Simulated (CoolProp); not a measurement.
Tetrahydrofuran at 481.88 K and 13.3 MPa is throttled through a valve to 1.65 MPa with no heat exchange. Each further row changes one setting.

Model: reference Helmholtz-energy equation of state, Fiedler 2023, in CoolProp.

```json
[
 {"case": "as stated", "temperature change (K)": "-21.5", "final phase": "[?]", "final density (kg/m³)": "[?]"},
 {"case": "outlet pressure 0.495 MPa", "temperature change (K)": "-84.0", "final phase": "[?]", "final density (kg/m³)": "[?]"},
 {"case": "outlet pressure 2.15 MPa", "temperature change (K)": "[?]", "final phase": "two-phase, vapour fraction 0.033", "final density (kg/m³)": "[?]"}
]
```

**Question.** Complete the blanks.

**Answer.** 
- as stated, final phase: two-phase, vapour fraction 0.173
- as stated, final density (kg/m³): 179
- outlet pressure 0.495 MPa, final phase: two-phase, vapour fraction 0.535
- outlet pressure 0.495 MPa, final density (kg/m³): 21.9
- outlet pressure 2.15 MPa, temperature change (K): -5.0
- outlet pressure 2.15 MPa, final density (kg/m³): 471
